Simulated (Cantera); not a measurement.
Input: 1 mol SiH4, 0.26 mol HCl, 12 mol H2, held at 310 Pa.

Method: chemical equilibrium by Gibbs-energy minimisation in Cantera with the NASA 1993 tables (ideal gas, pure condensed phases). Candidate condensed phases: Si; 19 gas species. The tables' values for SiCl are old estimates; treat these amounts as uncertain. The numbers say what is thermodynamically allowed, not how fast it happens. All values below are at 1352 °C.

Base state: H2 0.981, HCl 0.0163, H 0.00126, SiCl2 0.000947, Si 5.25e-5, Cl 1.64e-5, SiCl 1.31e-5 (mole fractions); condensed: Si(s).

Q: What changes in the equilibrium state with this change: pressure from 310 Pa to 4300 Pa?

A: 
```tsv
species	before	after
H2	0.981	0.982
HCl	0.0163	0.0163
SiCl2	0.000947	0.000948
H	0.00126	0.000337
Si	5.25e-5	3.79e-6
Cl	1.64e-5	4.41e-6
SiCl	1.31e-5	3.53e-6
Si(s), mol	0.985	0.986
```
